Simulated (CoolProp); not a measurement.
Vapour pressure (MPa) of hexamethyldisiloxane (MM): the reference equation beside estimates from Tc = 245.6 °C, pc = 1.931 MPa, ω = 0.418. Clausius-Clapeyron is anchored at 48.45 °C with a constant enthalpy of vaporisation of 35.43 kJ/mol.

The numbers come from the reference Helmholtz-energy equation of state, Thol 2016 in CoolProp.

| T (°C) | reference | Lee-Kesler | Clausius-Clapeyron | van der Waals | Redlich-Kwong | Soave-Redlich-Kwong | Peng-Robinson |
|---|---|---|---|---|---|---|---|
| 34.55 | 0.008883 | 0.008725 | 0.009046 | 0.1570 | 0.03505 | 0.008800 | 0.009160 |
| 48.45 | 0.01646 | 0.01623 | 0.01646 | 0.2022 | 0.05535 | 0.01631 | 0.01677 |
| 62.45 | 0.02874 | 0.02848 | 0.02860 | 0.2558 | 0.08371 | 0.02854 | 0.02903 |
| 76.35 | 0.04736 | 0.04716 | 0.04739 | 0.3177 | 0.1213 | 0.04715 | 0.04758 |
| 90.35 | 0.07470 | 0.07472 | 0.07580 | 0.3893 | 0.1705 | 0.07466 | 0.07482 |
| 104.25 | 0.1128 | 0.1132 | 0.1167 | 0.4701 | 0.2321 | 0.1132 | 0.1129 |
| 118.25 | 0.1649 | 0.1661 | 0.1748 | 0.5617 | 0.3086 | 0.1662 | 0.1651 |
| 132.15 | 0.2333 | 0.2354 | 0.2539 | 0.6633 | 0.4007 | 0.2362 | 0.2338 |
| 146.15 | 0.3221 | 0.3253 | 0.3607 | 0.7767 | 0.5112 | 0.3275 | 0.3236 |

Absolute difference from the reference over all 9 rows, mean and median: Lee-Kesler 0.8 and 0.9 %, Clausius-Clapeyron 3.8 and 1.8 %, van der Waals 606.7 and 421.2 %, Redlich-Kwong 147.8 and 128.2 %, Soave-Redlich-Kwong 0.8 and 0.8 %, Peng-Robinson 0.8 and 0.5 %.
